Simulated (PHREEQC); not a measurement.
1 kg of water holding 0.0059 mol MgCl2 and 0.47 mol NaCl is evaporated at 60 °C; the solids stay in contact with the brine. No CO2 enters from the air. The run lets Bischofite, Brucite, Halite, MgCl2_4H2O precipitate or redissolve, and no other solid.

The numbers come from PHREEQC with the Pitzer model, pitzer.dat.

```csv
water left (kg),ionic strength,water activity,Halite (mol)
1,0.488,0.984,0
0.8219,0.593,0.981,0
0.6755,0.722,0.977,0
0.5552,(withheld),0.971,0
0.4563,1.07,0.965,0
0.3082,(withheld),0.947,0
0.2533,1.93,0.935,0
0.2082,2.34,0.919,0
0.1711,2.85,0.900,0
0.1407,3.47,0.875,0
0.1156,4.22,0.843,0
0.09502,5.13,(withheld),0
0.06418,6.47,0.744,0.0726
0.05275,6.49,0.744,0.145
0.04335,6.52,0.744,(withheld)
0.03564,6.55,0.743,0.254
0.0293,6.59,0.743,0.294
0.02407,6.65,0.742,0.328
0.01979,6.71,0.741,0.355
0.01627,6.78,0.740,0.377
0.01337,6.88,(withheld),(withheld)
0.00903,7.13,(withheld),0.423
0.007426,7.31,0.732,0.433
0.006093,7.52,0.729,0.442
0.005012,7.79,0.724,0.449
```

### Question
Some entries are withheld; supply them.

### Answer

- 0.5552, ionic strength: 0.878
- 0.3082, ionic strength: 1.58
- 0.09502, water activity: 0.804
- 0.04335, Halite (mol): 0.205
- 0.01337, water activity: 0.739
- 0.01337, Halite (mol): 0.396
- 0.00903, water activity: 0.735

Complexes and solids missing from the database can't appear. Constants without temperature data keep their 25 °C values here.
